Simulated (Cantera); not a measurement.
## Low-pressure radical oxidation in H2/O2

An isothermal, constant-pressure homogeneous reactor starts with 0.912 % H₂, 99.1 % O₂, at 1048 K and 2.40 Torr.

Cantera simulation using the H2/O2 subset of GRI-Mech 3.0, which has no nitrogen chemistry; the numbers are that mechanism's predictions, not measurements. Radical loss at walls, strong at low pressure, is not modelled.

```
t (s)        x H₂   x O₂     x H₂O       x O    x H₂O₂     x HO₂
--------  -------  -----  --------  --------  --------  --------
0.000900  0.00912  0.991  6.74e-12  4.22e-11    <1e-12  6.63e-11
0.00172   0.00912  0.991  3.40e-11  1.15e-10    <1e-12  1.27e-10
0.00328   0.00912  0.991  1.62e-10  3.25e-10    <1e-12  2.42e-10
0.00625   0.00912  0.991  8.30e-10   1.10e-9    <1e-12  4.63e-10
0.0119    0.00912  0.991   5.96e-9   5.97e-9    <1e-12  8.93e-10
0.0228    0.00912  0.991   1.14e-7   1.02e-7    <1e-12   1.95e-9
0.0434    0.00909  0.991   2.30e-5   2.02e-5  1.42e-11   5.42e-8
0.0829    0.00102  0.984   0.00704   0.00577   2.54e-8   6.89e-7
0.158     4.18e-5  0.983   0.00859   0.00724   4.47e-9   4.10e-7
0.302     3.39e-5  0.984   0.00866   0.00660   4.15e-9   3.85e-7
0.576     2.86e-5  0.985   0.00874   0.00554   4.18e-9   3.59e-7
1.10      2.13e-5  0.986   0.00885   0.00410   4.20e-9   3.17e-7
2.10      1.32e-5  0.988   0.00895   0.00253   4.16e-9   2.56e-7
4.00      6.61e-6  0.989   0.00904   0.00126   3.99e-9   1.84e-7
```
x: mole fraction; the columns are a selection and need not sum to one.

Equilibrium at this temperature and pressure: H₂ 5.61e-11, O₂ 0.991, H₂O 0.00916, O 1.12e-8, H₂O₂ 2.61e-12, HO₂ 4.46e-10 (gas phase only).
